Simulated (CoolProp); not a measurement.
n-perfluorohexane along the isotherm 450 K: density (kg/m³) from the reference equation and from simpler models built on Tc = 448.0 K, pc = 1.742 MPa, ω = 0.497; each cubic takes its own stable root.

Values from CoolProp's reference Helmholtz-energy equation of state, Gao 2022.

| p (MPa) | phase | reference | ideal gas | van der Waals | Redlich-Kwong | Peng-Robinson |
|---|---|---|---|---|---|---|
| 0.00826 | gas | 0.7475 | 0.7463 | 0.7473 | 0.7475 | 0.7476 |
| 0.0139 | gas | 1.259 | 1.256 | 1.259 | 1.259 | 1.260 |
| 0.0235 | gas | 2.133 | 2.123 | 2.132 | 2.133 | 2.134 |
| 0.0397 | gas | 3.615 | 3.587 | 3.611 | 3.615 | 3.618 |
| 0.067 | gas | 6.136 | 6.053 | 6.123 | 6.133 | 6.142 |
| 0.113 | gas | 10.45 | 10.21 | 10.41 | 10.44 | 10.47 |
| 0.191 | gas | 17.95 | 17.26 | 17.85 | 17.93 | 18.01 |
| 0.322 | gas | 31.18 | 29.09 | 30.85 | 31.11 | 31.33 |
| 0.544 | gas | 55.69 | 49.15 | 54.61 | 55.42 | 56.12 |
| 0.917 | gas | 105.4 | 82.85 | 101.3 | 104.1 | 106.4 |
| 1.55 | gas | 254.3 | 140.0 | 228.1 | 241.8 | 252.1 |
| 2.61 | supercritical | 1028 | 235.8 | 673.6 | 809.5 | 889.9 |
